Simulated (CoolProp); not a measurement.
Vapour-liquid equilibrium of isohexane (1) + n-heptane (2) at 0.0212 MPa; x and y are mole fractions of (1).

Model: multi-fluid Helmholtz-energy mixture model, Lemmon 2006 and Span 2003; pair parameters Bell 2016, in CoolProp.

| x | bubble temperature, mixture model (K) | bubble temperature, Raoult's law (K) | y, mixture model | y, Raoult's law |
|---|---|---|---|---|
| 0.05 | 322.7 | 322.7 | 0.167 | 0.168 |
| 0.125 | 318.4 | 318.4 | 0.357 | 0.361 |
| 0.2 | 314.6 | 314.6 | 0.499 | 0.504 |
| 0.275 | 311.3 | 311.2 | 0.606 | 0.613 |
| 0.35 | 308.4 | 308.3 | 0.690 | 0.697 |
| 0.425 | 305.7 | 305.6 | 0.757 | 0.763 |
| 0.5 | 303.3 | 303.2 | 0.811 | 0.816 |
| 0.575 | 301.1 | 301.0 | 0.855 | 0.860 |
| 0.65 | 299.1 | 299.0 | 0.892 | 0.895 |
| 0.725 | 297.2 | 297.1 | 0.923 | 0.925 |
| 0.8 | 295.5 | 295.4 | 0.949 | 0.950 |
| 0.875 | 293.9 | 293.8 | 0.971 | 0.971 |
| 0.95 | 292.4 | 292.3 | 0.989 | 0.989 |

The largest gap from Raoult's law is +0.1 K in bubble temperature, at x = 0.5. No azeotrope shows between x = 0.05 and 0.95.

The pair parameters rest on a limited set of measurements; away from them the model extrapolates.
